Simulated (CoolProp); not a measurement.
Model: reference Helmholtz-energy equation of state, Lemmon 2013, in CoolProp.

For propylene, give the phase and the Z, viscosity (µPa s) at 143.55 °C and 5.69 MPa.


- 143.55 °C and 5.69 MPa: supercritical; Z 0.674, viscosity 17.0

Viscosity comes from a separate model (Huber 2003), an estimate that may be off by 10 % or more.
